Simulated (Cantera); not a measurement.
Cantera run:

```python
import numpy as np
import cantera as ct

gas_names = [...]  # 87 gases of nasa_gas.yaml made of C, H, Si
cond_names = """
    C(gr) C6H6(L) C7H8(L) C8H18(L),n-octa Si(cr) Si(L) SiC(b)
""".split()


# ... load() reads the species with a 1 bar reference pressure and builds the phases ...
atoms = {
    'SiH4': {'Si': 1, 'H': 4},
    'C2H4': {'C': 2, 'H': 4},
    'H2': {'H': 2},
}
top_T = {'C(gr)': 4500, 'SiC(b)': 3050}  # K; cautious upper limits of use, not melting points


# ... equilibrate(T, P, feed) seeds the gas with the atoms and calls Mixture.equilibrate('TP', solver="vcs", rtol=1e-11, max_steps=5000) ...
results = []
feed = {'SiH4': 1, 'C2H4': 0.037, 'H2': 3.6}  # mol
T = 2275  # K
P = 1000  # Pa
mix = equilibrate(T, P, feed)
results.append((T, P, feed, dict(zip(mix.species_names, mix.species_moles))))
print(gas.report(threshold=1e-06))
for i in range(1, mix.n_phases):
    print(f"{mix.phase(i).name:16s} {mix.phase_moles(i):12.5e} mol")
```

Output:

```
       temperature   2275 K
          pressure   1000 Pa
           density   0.00023451 kg/m^3
  mean mol. weight   4.4358 kg/kmol
   phase of matter   gas

                          1 kg             1 kmol
                     ---------------   ---------------
          enthalpy        2.6003e+07        1.1534e+08  J
   internal energy        2.1739e+07        9.6429e+07  J
           entropy             53248        2.3619e+05  J/K
    Gibbs function       -9.5135e+07         -4.22e+08  J
 heat capacity c_p            7484.8             33201  J/K
 heat capacity c_v            5610.3             24886  J/K

                      mass frac. Y      mole frac. X     chem. pot. / RT
                     ---------------   ---------------   ---------------
    C2H2,acetylene        0.00033541         5.714e-05           -34.798
                 H          0.017655          0.077691           -12.341
                H2           0.38059           0.83741           -24.681
                Si           0.47152          0.074472           -6.6027
               SiC          1.17e-05        1.2944e-06           -11.661
              SiC2         0.0019827        0.00016878            -16.72
               SiH          0.017175         0.0026186           -18.943
              SiH2         0.0023791        0.00035059           -31.284
               Si2            0.0174         0.0013741           -13.205
              Si2C           0.08601         0.0055957           -18.264
               Si3         0.0049351        0.00025982           -19.808
     [  +76 minor]        4.6191e-06        1.0883e-06

C(gr)             0.00000e+00 mol
Si(L)             3.68403e-01 mol
SiC(b)            3.49006e-02 mol
```

Cantera equilibrium calculation (NASA polynomials, part measured and part estimated; ideal gas, pure solids and liquids). Mutual solubility and eutectic melting of coexisting phases are not modelled. Gases not in the tables: Si2H6 and higher silanes.
